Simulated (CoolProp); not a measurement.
Normal hydrogen at 85.77 K and 0.348 MPa is compressed adiabatically to 0.926 MPa with isentropic efficiency 0.7. Each further row changes one setting.

Model: reference Helmholtz-energy equation of state, Leachman 2009, in CoolProp.

```json
[
 {"case": "as stated", "work (kJ/kg)": "596", "final temperature (K)": "137.4", "final density (kg/m³)": "1.63"},
 {"case": "efficiency 1", "work (kJ/kg)": "417", "final temperature (K)": "122.7", "final density (kg/m³)": "1.82"},
 {"case": "efficiency 0.65", "work (kJ/kg)": "642", "final temperature (K)": "141.1", "final density (kg/m³)": "1.58"}
]
```
